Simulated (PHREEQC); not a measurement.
Leach liquor: an equilibrium model

Dissolve 0.16 mol/kgw HCl, 9.4e-05 mol/kgw ZnSO4 and 3.6e-06 mol/kgw MgSO4 at 25 °C. Closed to the air; pH follows from the charge balance.

Equilibrium calculation in PHREEQC: ion-association model, phreeqc.dat.

No solid was allowed to form.

### Question
Predict the pH.

### Answer
pH 0.89.

### Question
In which forms is S present?

### Answer
HSO4- 84 %, SO4-2 16 % of the S.
